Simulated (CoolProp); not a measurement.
Hexamethyldisiloxane (MM) at several states: Z from the reference equation and from simpler models built on Tc = 518.7 K, pc = 1931 kPa, ω = 0.418; each cubic takes its own stable root.

The numbers come from the reference Helmholtz-energy equation of state, Thol 2016 in CoolProp.

| T (K) | p (kPa) | phase | reference | van der Waals | Soave-Redlich-Kwong |
|---|---|---|---|---|---|
| 369.5 | 256 | liquid | ___ | 0.9046 | 0.02128 |
| 447.8 | 116 | gas | ___ | ___ | ___ |
| 251.7 | 4830 | liquid | ___ | ___ | 0.5021 |

Q: Complete the blanks.

A: 
- 369.5, reference: 0.01989
- 447.8, reference: 0.9631
- 447.8, van der Waals: 0.9741
- 447.8, Soave-Redlich-Kwong: 0.9650
- 251.7, reference: 0.4610
- 251.7, van der Waals: 0.7579

At some of these states van der Waals gives the other phase, because its saturation line lies elsewhere.
